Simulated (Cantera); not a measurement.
A Cantera script and what it prints.

```python
import numpy as np
import cantera as ct

gas_names = """
    CL CL2 H HCL H2 Si SiCL SiCL2 SiCL3 SiCL4 SiH SiHCL3 SiH2 SiH2CL2 SiH3 SiH3CL SiH4 Si2 Si3
""".split()
cond_names = """
    Si(cr) Si(L)
""".split()


# ... load() reads the species with a 1 bar reference pressure and builds the phases ...
atoms = {
    'SiCl4': {'Si': 1, 'CL': 4},
    'Cl2': {'CL': 2},
    'H2': {'H': 2},
    'HCl': {'H': 1, 'CL': 1},
}
top_T = {}  # K; cautious upper limits of use, not melting points


# ... equilibrate(T, P, feed) seeds the gas with the atoms and calls Mixture.equilibrate('TP', solver="vcs", rtol=1e-11, max_steps=5000) ...
results = []
T = 1323  # K
P = 36000  # Pa
for m in [48, 64, 87, 120, 160, 210, 290, 390, 520, 710]:
    feed = {'SiCl4': 1, 'Cl2': 0.0037, 'H2': m, 'HCl': 1.1}  # mol
    mix = equilibrate(T, P, feed)
    results.append((T, P, feed, dict(zip(mix.species_names, mix.species_moles))))

top = {s: max(r[3][s] / sum(r[3][g] for g in gas_names) for r in results) for s in gas_names}
cols = sorted((s for s in top if top[s] > 1e-06), key=lambda s: -top[s])[:5]
seen = [c for c in cond_names if any(r[3].get(c, 0) > 1e-12 for r in results)]
print("log10 of partial pressures in bar; condensed amounts in mol")
print(f"{'n(H2)':>10s}" + "".join(f"{s[:9]:>10s}" for s in cols + seen))
for T, P, feed, n in results:
    ng = sum(n[g] for g in gas_names)
    print(f"{feed['H2']:10.4g}" + "".join(f"{np.log10(max(n[s] / ng * P / 1e5, 1e-99)):10.3f}" for s in cols)
          + "".join(f"{n.get(c, 0):10.4g}" for c in seen))
```

Result:

```
log10 of partial pressures in bar; condensed amounts in mol
     n(H2)        H2       HCL     SiCL2     SiCL4    SiHCL3    Si(cr)
        48    -0.475    -1.729    -2.546    -2.870    -2.911   0.09521
        64    -0.469    -1.791    -2.676    -3.132    -3.104    0.2045
        87    -0.464    -1.867    -2.833    -3.444    -3.336    0.3282
       120    -0.459    -1.956    -3.016    -3.811    -3.609    0.4574
       160    -0.456    -2.045    -3.198    -4.174    -3.880    0.5649
       210    -0.453    -2.137    -3.384    -4.547    -4.158    0.6543
       290    -0.451    -2.254    -3.620    -5.019    -4.511     0.742
       390    -0.449    -2.367    -3.849    -5.476    -4.852    0.8052
       520    -0.448    -2.481    -4.078    -5.935    -5.196    0.8525
       710    -0.447    -2.608    -4.333    -6.445    -5.578    0.8911
```

Method: chemical equilibrium by Gibbs-energy minimisation in Cantera with the NASA 1993 tables (ideal gas, pure condensed phases). The tables' values for SiCl3 are old estimates; treat these amounts as uncertain.
